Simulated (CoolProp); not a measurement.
Saturation properties of tetrahydrofuran.

Values from CoolProp's reference Helmholtz-energy equation of state, Fiedler 2023.

```json
[
 {"T (K)": "420.6", "p (kPa)": "801.6", "liquid density (kg/m³)": "732.2", "vapour density (kg/m³)": "18.96", "enthalpy of vaporisation (kJ/kg)": "345.7"},
 {"T (K)": "424.2", "p (kPa)": "860.8", "liquid density (kg/m³)": "727.0", "vapour density (kg/m³)": "20.34", "enthalpy of vaporisation (kJ/kg)": "341.9"},
 {"T (K)": "427.8", "p (kPa)": "923.1", "liquid density (kg/m³)": "721.8", "vapour density (kg/m³)": "21.81", "enthalpy of vaporisation (kJ/kg)": "338.0"},
 {"T (K)": "431.4", "p (kPa)": "988.7", "liquid density (kg/m³)": "716.5", "vapour density (kg/m³)": "23.36", "enthalpy of vaporisation (kJ/kg)": "334.0"},
 {"T (K)": "435", "p (kPa)": "1058", "liquid density (kg/m³)": "711.1", "vapour density (kg/m³)": "25.01", "enthalpy of vaporisation (kJ/kg)": "329.9"},
 {"T (K)": "438.6", "p (kPa)": "1130", "liquid density (kg/m³)": "705.6", "vapour density (kg/m³)": "26.75", "enthalpy of vaporisation (kJ/kg)": "325.8"},
 {"T (K)": "442.3", "p (kPa)": "1209", "liquid density (kg/m³)": "699.9", "vapour density (kg/m³)": "28.65", "enthalpy of vaporisation (kJ/kg)": "321.4"},
 {"T (K)": "445.9", "p (kPa)": "1289", "liquid density (kg/m³)": "694.3", "vapour density (kg/m³)": "30.61", "enthalpy of vaporisation (kJ/kg)": "317.0"},
 {"T (K)": "449.5", "p (kPa)": "1373", "liquid density (kg/m³)": "688.5", "vapour density (kg/m³)": "32.69", "enthalpy of vaporisation (kJ/kg)": "312.5"},
 {"T (K)": "453.1", "p (kPa)": "1460", "liquid density (kg/m³)": "682.6", "vapour density (kg/m³)": "34.89", "enthalpy of vaporisation (kJ/kg)": "307.9"},
 {"T (K)": "456.7", "p (kPa)": "1552", "liquid density (kg/m³)": "676.6", "vapour density (kg/m³)": "37.23", "enthalpy of vaporisation (kJ/kg)": "303.1"},
 {"T (K)": "460.3", "p (kPa)": "1649", "liquid density (kg/m³)": "670.4", "vapour density (kg/m³)": "39.71", "enthalpy of vaporisation (kJ/kg)": "298.2"},
 {"T (K)": "463.9", "p (kPa)": "1749", "liquid density (kg/m³)": "664.1", "vapour density (kg/m³)": "42.35", "enthalpy of vaporisation (kJ/kg)": "293.2"},
 {"T (K)": "467.5", "p (kPa)": "1855", "liquid density (kg/m³)": "657.7", "vapour density (kg/m³)": "45.16", "enthalpy of vaporisation (kJ/kg)": "288.0"},
 {"T (K)": "471.1", "p (kPa)": "1965", "liquid density (kg/m³)": "651.1", "vapour density (kg/m³)": "48.15", "enthalpy of vaporisation (kJ/kg)": "282.6"}
]
```

It boils at 339.1 K under 1 atm.
